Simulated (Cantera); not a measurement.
An adiabatic, constant-volume homogeneous reactor starts with CH4 : O2 : N2 = 1 : 1.05 : 3.96 (molar parts), equivalence ratio 1.9, at 1323 K and 200000 Pa.

Detailed kinetics in Cantera: GRI-Mech 3.0 (53 species, 325 reactions).

Problem. Predict: time of steepest temperature rise; temperature at 0.200 s; equilibrium temperature; x(O2) at 0.200 s; x(N2O) at 0.200 s; x(CO) at 0.200 s; x(O) at 0.200 s.

Solution. 
```
Item                                                                  Result
---------------------------------  -----------------------------------------
time of steepest temperature rise                                    6.60 ms
temperature at 0.200 s                                                2714 K
equilibrium temperature                                               2714 K
x(O2) at 0.200 s                     4.60e-5 (gas-phase equilibrium 4.60e-5)
x(N2O) at 0.200 s                    4.23e-8 (gas-phase equilibrium 4.23e-8)
x(CO) at 0.200 s                         0.125 (gas-phase equilibrium 0.125)
x(O) at 0.200 s                    0.000120 (gas-phase equilibrium 0.000120)
```
